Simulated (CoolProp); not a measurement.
A simple Rankine cycle with R245ca: condensing at 324.15 K, boiler at 2.24 MPa, turbine inlet 449 K, turbine efficiency 0.75, pump efficiency 0.7, no recuperator. Each further row changes one setting.

Model: reference Helmholtz-energy equation of state, Zhou 2016, in CoolProp.

```csv
case,thermal efficiency (%),net work (kJ/kg),heat in (kJ/kg),turbine exit temperature (K),volume ratio over the turbine
as stated,11.8,___,300,396.5,___
condensing temperature 316.15 K,12.8,40.0,312,391.8,12.9
boiler pressure 1.57 MPa,10.3,31.9,___,408.3,___
turbine efficiency 0.65,10.2,30.5,300,401.1,10.1
```

Q: Some entries are withheld; supply them.

A: 
- as stated, net work (kJ/kg): 35.6
- as stated, volume ratio over the turbine: 9.97
- boiler pressure 1.57 MPa, heat in (kJ/kg): 310
- boiler pressure 1.57 MPa, volume ratio over the turbine: 6.55
